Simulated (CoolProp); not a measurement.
Vapour-liquid equilibrium of R114 (1) + n-heptane (2) at 447 kPa; x and y are mole fractions of (1).

Model: multi-fluid Helmholtz-energy mixture model, Platzer 1990 and Span 2003; pair parameters Bell 2016, in CoolProp. This equation is an older, rougher fit; its heat capacities, sound speeds and derivatives of the liquid may be far off and weren't checked against measurements.

```
x     bubble temperature, mixture model (K)  bubble temperature, Raoult's law (K)  y, mixture model  y, Raoult's law
----  -------------------------------------  ------------------------------------  ----------------  ---------------
0.05                                  414.6                                 414.8             0.310            0.340
0.2                                   376.6                                 382.0             0.758            0.756
0.35                                  356.1                                 362.3             0.886            0.889
0.5                                   344.4                                 348.9             0.934            0.945
0.65                                  336.7                                 338.9             0.960            0.973
0.8                                   330.7                                 331.2             0.978            0.988
0.95                                  325.1                                 325.0             0.994            0.998
```

The largest gap from Raoult's law is -6.2 K in bubble temperature, at x = 0.35. No azeotrope shows between x = 0.05 and 0.95.

Pair parameters are fitted to limited data, so mixtures are less certain than the pure fluids.
